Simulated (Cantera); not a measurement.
A closed system holds: 1 mol SiHCl3, 0.014 mol Cl2, 620 mol H2, equilibrated at 1773 K and 0.00830 bar.

These are equilibrium values from Cantera (NASA tables, ideal gas, pure condensed phases), not measurements of a reactor. Candidate condensed phases: Si; 19 gas species. The tables' values for SiCl are old estimates; treat these amounts as uncertain. Gases not in the tables: Si2H6 and higher silanes. The numbers say what is thermodynamically allowed, not how fast it happens.

Base state: H2 0.992, HCl 0.00469, H 0.00311, Si 0.000257, SiCl2 7.14e-5, SiH 2.87e-5, SiH2 2.45e-5, Cl 1.13e-5 (mole fractions); condensed: Si(l).

What changes in the equilibrium state with this change: temperature from 1773 K to 1323 K?


| species | before | after |
|---|---|---|
| H2 | 0.992 | 0.995 |
| HCl | 0.00469 | 0.00474 |
| SiCl2 | 7.14e-5 | 6.18e-5 |
| H | 0.00311 | 1.74e-5 |
| Si | 0.000257 | 1.07e-8 |
| SiH | 2.87e-5 | 7.12e-9 |
| SiCl | 1.12e-5 | 1.86e-8 |
| SiH2 | 2.45e-5 | 1.12e-7 |
| Cl | 1.13e-5 | 6.94e-8 |
| Si(l), mol | 0.753 | 0 |
| Si(s), mol | 0 | 0.961 |
